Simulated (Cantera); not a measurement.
Adiabatic ignition

An adiabatic, constant-pressure homogeneous reactor starts with CH4 : O2 : N2 = 1 : 1 : 3.76 (molar parts), at 1050 K and 500000 Pa.

Computed with Cantera and GRI-Mech 3.0 (53 species, 325 reactions).

```csv
t (s),T (K),x CH4,x O2,x C2H2,x CH3,x N2O
2.00e-6,1050,0.174,0.174,<1e-12,5.36e-10,<1e-12
6.32e-6,1050,0.174,0.174,<1e-12,1.70e-9,<1e-12
2.00e-5,1050,0.174,0.174,<1e-12,5.43e-9,<1e-12
6.32e-5,1050,0.174,0.174,<1e-12,1.77e-8,<1e-12
0.000200,1050,0.174,0.174,<1e-12,6.18e-8,<1e-12
0.000632,1050,0.174,0.174,<1e-12,2.55e-7,<1e-12
0.00200,1050,0.174,0.174,<1e-12,9.08e-7,<1e-12
0.00632,1050,0.174,0.174,<1e-12,1.15e-6,3.32e-12
0.0200,1050,0.174,0.174,1.23e-11,1.47e-6,1.59e-11
0.0632,1053,0.173,0.173,1.09e-9,2.94e-6,1.31e-10
0.200,2153,1.97e-9,8.60e-8,<1e-12,1.79e-10,8.94e-10
0.632,2153,1.95e-9,8.61e-8,<1e-12,1.78e-10,6.41e-10
2.00,2153,1.95e-9,8.61e-8,<1e-12,1.78e-10,6.40e-10
```
x: mole fraction; the columns are a selection and need not sum to one.

```json
{
 "time_of_steepest_temperature_rise": "0.120 s",
 "temperature at 2.00 s": "2153 K",
 "equilibrium_temperature": "2153 K",
 "x(CH4) at 2.00 s": "1.95e-9 (gas-phase equilibrium 2.22e-9)",
 "x(O2) at 2.00 s": "8.61e-8 (gas-phase equilibrium 8.61e-8)",
 "x(C2H2) at 2.00 s": "<1e-12 (gas-phase equilibrium <1e-12)"
}
```
